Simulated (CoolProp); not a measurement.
Dimethyl carbonate along the isotherm 600 K: Z from the reference equation and from simpler models built on Tc = 557.0 K, pc = 4909 kPa, ω = 0.346; each cubic takes its own stable root.

The numbers come from the reference Helmholtz-energy equation of state, Zhou 2011 in CoolProp.

| p (kPa) | phase | reference | van der Waals | Soave-Redlich-Kwong |
|---|---|---|---|---|
| 155 | gas | 0.9914 | 0.9921 | 0.9917 |
| 276 | gas | 0.9847 | 0.9859 | 0.9852 |
| 491 | gas | 0.9726 | 0.9747 | 0.9736 |
| 873 | gas | 0.9508 | 0.9543 | 0.9525 |
| 1550 | gas | 0.9107 | 0.9164 | 0.9140 |
| 2760 | gas | 0.8337 | 0.8410 | 0.8404 |
| 4910 | supercritical | 0.6705 | 0.6643 | 0.6890 |
| 8730 | supercritical | 0.3857 | 0.4236 | 0.4421 |
| 15500 | supercritical | 0.4704 | 0.6130 | 0.5367 |
| 27600 | supercritical | 0.7195 | 0.9658 | 0.7916 |
| 49100 | supercritical | 1.146 | 1.562 | 1.227 |
